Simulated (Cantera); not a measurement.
An isothermal, constant-pressure homogeneous reactor starts with C2H6 : N2 = 1 : 15 (molar parts), at 1225 K and 0.240 bar. Integrator tolerance rtol = 1e-08.

Model: GRI-Mech 3.0 (53 species, 325 reactions), integrated in Cantera. GRI-Mech 3.0 stops at C3 and has no aromatics, soot or wall deposition, so with more carbon than oxygen in the feed, carbon stays in small species such as C2H2 where larger ones or solid carbon would form.

Problem. What does this change do: temperature 1225 to 1475 K?

Solution. 
```tsv
quantity	before	after
x(C2H6) at 200 s	1.42e-5 (gas-phase equilibrium 6.09e-6)	1.38e-7 (gas-phase equilibrium 5.81e-8)
x(H) at 200 s	3.72e-7 (gas-phase equilibrium 1.77e-7)	8.74e-6 (gas-phase equilibrium 8.80e-6)
x(CH2) at 200 s	2.98e-12 (gas-phase equilibrium 1.24e-12)	2.35e-10 (gas-phase equilibrium 1.52e-10)
x(C2H2) at 200 s	0.0423 (gas-phase equilibrium 0.0193)	0.0541 (gas-phase equilibrium 0.0223)
x(CH3) at 200 s	1.27e-6 (gas-phase equilibrium 1.01e-6)	3.60e-6 (gas-phase equilibrium 2.34e-6)
x(HCN) at 200 s	3.70e-10 (gas-phase equilibrium 0.0466)	2.39e-7 (gas-phase equilibrium 0.0647)
```

Problem. What does this change do: C2H6 1 to 3.1 parts?

Solution. 
```
quantity                                             before                                      after
----------------  -----------------------------------------  -----------------------------------------
x(C2H6) at 200 s    1.42e-5 (gas-phase equilibrium 6.09e-6)    9.78e-5 (gas-phase equilibrium 5.00e-5)
x(H) at 200 s       3.72e-7 (gas-phase equilibrium 1.77e-7)    4.51e-7 (gas-phase equilibrium 2.37e-7)
x(CH2) at 200 s   2.98e-12 (gas-phase equilibrium 1.24e-12)  5.79e-12 (gas-phase equilibrium 2.67e-12)
x(C2H2) at 200 s      0.0423 (gas-phase equilibrium 0.0193)      0.0814 (gas-phase equilibrium 0.0502)
x(CH3) at 200 s     1.27e-6 (gas-phase equilibrium 1.01e-6)    3.73e-6 (gas-phase equilibrium 2.91e-6)
x(HCN) at 200 s     3.70e-10 (gas-phase equilibrium 0.0466)    1.15e-10 (gas-phase equilibrium 0.0662)
```

Problem. What does this change do: N2 15 to 61 parts?

Solution. 
```csv
quantity,before,after
x(C2H6) at 200 s,1.42e-5 (gas-phase equilibrium 6.09e-6),4.22e-7 (gas-phase equilibrium 1.51e-7)
x(H) at 200 s,3.72e-7 (gas-phase equilibrium 1.77e-7),1.40e-7 (gas-phase equilibrium 1.07e-7)
x(CH2) at 200 s,2.98e-12 (gas-phase equilibrium 1.24e-12),<1e-12 (gas-phase equilibrium <1e-12)
x(C2H2) at 200 s,0.0423 (gas-phase equilibrium 0.0193),0.0138 (gas-phase equilibrium 0.00362)
x(CH3) at 200 s,1.27e-6 (gas-phase equilibrium 1.01e-6),2.15e-7 (gas-phase equilibrium 1.60e-7)
x(HCN) at 200 s,3.70e-10 (gas-phase equilibrium 0.0466),2.06e-9 (gas-phase equilibrium 0.0215)
```
